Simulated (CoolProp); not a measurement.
Values from CoolProp's reference Helmholtz-energy equation of state, Aleksandrov 2011. It is a short technical equation, of lower accuracy than the large ones.

Task: For n-undecane, give the phase and the cp (kJ/(kg K)), isothermal compressibility (1/MPa), expansivity (1/kK) at 261.6 K and 29.8 bar.

Result: 
- 261.6 K and 29.8 bar: liquid; cp 2.11, isothermal compressibility 0.000786, expansivity 1.00
